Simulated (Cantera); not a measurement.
**Cu₂O + CH₄ + N₂ (carbothermic reduction)**

A closed system holds: 1 mol Cu₂O, a varied amount of CH₄, 6.8 mol N₂, held at 2598.15 K and 0.000940 bar.

These are equilibrium values from Cantera (NASA tables, ideal gas, pure condensed phases), not measurements of a reactor. Candidate condensed phases: C, C₆H₆, C₇H₈, C₈H₁₈, Cu, CuO, Cu(OH)₂, Cu₂O, H₂O; 139 gas species. Equilibrium is a limit: real reactors are often held back by kinetics, nucleation or transport.

| n(CH₄) (mol) | x N₂ | x H | x Cu | x H₂ | x CO | x O | x HCN | n C(graphite) |
|---|---|---|---|---|---|---|---|---|
| 0.31 | 0.626 | 0.0958 | 0.185 | 0.00594 | 0.0278 | 0.0463 | 1.37e-11 | 0 |
| 0.4 | 0.608 | 0.118 | 0.179 | 0.00899 | 0.0349 | 0.0388 | 2.49e-11 | 0 |
| 0.5 | 0.589 | 0.140 | 0.174 | 0.0128 | 0.0425 | 0.0310 | 4.46e-11 | 0 |
| 0.64 | 0.565 | 0.169 | 0.166 | 0.0185 | 0.0525 | 0.0210 | 9.56e-11 | 0 |
| 0.8 | 0.539 | 0.198 | 0.159 | 0.0255 | 0.0630 | 0.0109 | 2.53e-10 | 0 |
| 1 | 0.510 | 0.231 | 0.150 | 0.0345 | 0.0750 | 2.01e-6 | 1.85e-6 | 0 |
| 1.3 | 0.467 | 0.262 | 0.140 | 0.0443 | 0.0698 | 3.71e-10 | 0.0101 | 0 |
| 1.6 | 0.434 | 0.291 | 0.131 | 0.0547 | 0.0653 | 2.73e-10 | 0.0138 | 0.122 |
| 2.1 | 0.391 | 0.333 | 0.118 | 0.0719 | 0.0591 | 2.47e-10 | 0.0150 | 0.541 |
| 2.6 | 0.356 | 0.367 | 0.108 | 0.0871 | 0.0541 | 2.26e-10 | 0.0158 | 0.966 |
| 3.3 | 0.317 | 0.404 | 0.0966 | 0.106 | 0.0483 | 2.02e-10 | 0.0164 | 1.57 |
| 4.2 | 0.278 | 0.440 | 0.0851 | 0.126 | 0.0426 | 1.78e-10 | 0.0167 | 2.35 |
x: gas mole fraction; n: condensed amount in mol.

From 0.31 mol CH₄ to 1.3 mol CH₄ nothing is condensed. From 1.6 mol CH₄ to 4.2 mol CH₄ the condensed part is C(graphite). The main Cu-bearing gas is Cu throughout.
